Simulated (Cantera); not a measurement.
What does this Cantera script print?

```python
import numpy as np
import cantera as ct

gas_names = """
    Br2 SiBr4 ALBr3 H2 HBr
""".split()
cond_names = """
    Hg(cr) Hg(L) HgBr2(s) HgBr2(L) Si(cr) Si(L) Ba(cr) Ba(L) BaBr2(s) BaBr2(L) AL(cr) AL(L) Ca(a) Ca(b)
    Ca(L) CaBr2(s) CaBr2(L)
""".split()


# ... load() reads the species with a 1 bar reference pressure and builds the phases ...
species = {s.name: s for s in load("nasa_gas.yaml", gas_names) + load("nasa_condensed.yaml", cond_names)}
# Each term lists the table entries of one substance; the one whose range holds T is used.
reactions = {
    'Hg + Br2(g) = HgBr2':
        [(-1, ['Hg(cr)', 'Hg(L)']), (-1, ['Br2']), (1, ['HgBr2(s)', 'HgBr2(L)'])],
    '0.5 Si + Br2(g) = 0.5 SiBr4(g)':
        [(-0.5, ['Si(cr)', 'Si(L)']), (-1, ['Br2']), (0.5, ['SiBr4'])],
    'Ba + Br2(g) = BaBr2':
        [(-1, ['Ba(cr)', 'Ba(L)']), (-1, ['Br2']), (1, ['BaBr2(s)', 'BaBr2(L)'])],
    '0.6667 Al + Br2(g) = 0.6667 AlBr3(g)':
        [(-0.6666666666666666, ['AL(cr)', 'AL(L)']), (-1, ['Br2']), (0.6666666666666666, ['ALBr3'])],
    'H2(g) + Br2(g) = 2 HBr(g)':
        [(-1, ['H2']), (-1, ['Br2']), (2, ['HBr'])],
    'Ca + Br2(g) = CaBr2':
        [(-1, ['Ca(a)', 'Ca(b)', 'Ca(L)']), (-1, ['Br2']), (1, ['CaBr2(s)', 'CaBr2(L)'])],
}


def pick(names, T):
    return next(species[n] for n in names if species[n].thermo.min_temp <= T <= species[n].thermo.max_temp)


results = []
for label, terms in reactions.items():
    print(label)
    print("     T/K   dH/kJ  dS/(J/K)   dG/kJ   log10 K")
    for T in [600, 625, 650, 675, 700, 725]:
        used = [(nu, pick(names, T)) for nu, names in terms]
        dH = sum(nu * s.thermo.h(T) for nu, s in used) / 1e6
        dS = sum(nu * s.thermo.s(T) for nu, s in used) / 1e3
        dG = dH - T * dS / 1e3
        logK = -dG * 1e6 / (ct.gas_constant * T * np.log(10))
        results.append((label, T, dH, dS, dG, logK, [s.name for _, s in used]))
        print(f"{T:8g} {dH:8.1f} {dS:8.1f} {dG:8.1f} {logK:8.2f}")
```

It prints:

```
Hg + Br2(g) = HgBr2
     T/K   dH/kJ  dS/(J/K)   dG/kJ   log10 K
     600   -176.1   -102.9   -114.4     9.96
     625   -175.2   -101.3   -111.8     9.35
     650   -174.2    -99.9   -109.3     8.79
     675   -173.3    -98.4   -106.9     8.27
     700   -172.4    -97.1   -104.4     7.79
     725   -171.4    -95.8   -102.0     7.35
0.5 Si + Br2(g) = 0.5 SiBr4(g)
     T/K   dH/kJ  dS/(J/K)   dG/kJ   log10 K
     600   -237.8    -63.3   -199.9    17.40
     625   -237.7    -63.1   -198.3    16.57
     650   -237.7    -63.0   -196.7    15.81
     675   -237.6    -62.9   -195.1    15.10
     700   -237.5    -62.8   -193.6    14.44
     725   -237.4    -62.7   -192.0    13.83
Ba + Br2(g) = BaBr2
     T/K   dH/kJ  dS/(J/K)   dG/kJ   log10 K
     600   -784.8   -150.4   -694.6    60.47
     625   -784.5   -149.9   -690.8    57.73
     650   -784.1   -149.3   -687.1    55.21
     675   -783.8   -148.8   -683.4    52.88
     700   -783.5   -148.4   -679.6    50.71
     725   -783.1   -147.9   -675.9    48.70
0.6667 Al + Br2(g) = 0.6667 AlBr3(g)
     T/K   dH/kJ  dS/(J/K)   dG/kJ   log10 K
     600   -305.1    -32.6   -285.5    24.86
     625   -305.1    -32.7   -284.7    23.79
     650   -305.2    -32.8   -283.9    22.81
     675   -305.3    -32.9   -283.1    21.90
     700   -305.3    -33.0   -282.2    21.06
     725   -305.4    -33.1   -281.4    20.27
H2(g) + Br2(g) = 2 HBr(g)
     T/K   dH/kJ  dS/(J/K)   dG/kJ   log10 K
     600   -106.0     16.1   -115.7    10.07
     625   -106.2     15.8   -116.1     9.70
     650   -106.3     15.6   -116.5     9.36
     675   -106.5     15.4   -116.9     9.04
     700   -106.6     15.1   -117.2     8.75
     725   -106.8     14.9   -117.6     8.47
Ca + Br2(g) = CaBr2
     T/K   dH/kJ  dS/(J/K)   dG/kJ   log10 K
     600   -710.1   -148.8   -620.8    54.05
     625   -709.7   -148.2   -617.1    51.57
     650   -709.4   -147.8   -613.4    49.29
     675   -709.1   -147.3   -609.7    47.18
     700   -708.8   -146.9   -606.0    45.22
     725   -709.4   -147.7   -602.4    43.40
```

Cantera with NASA thermochemical tables; ideal gases at 1 bar, condensed phases pure. Condensed species are held in their standard states even where they would react or evaporate.
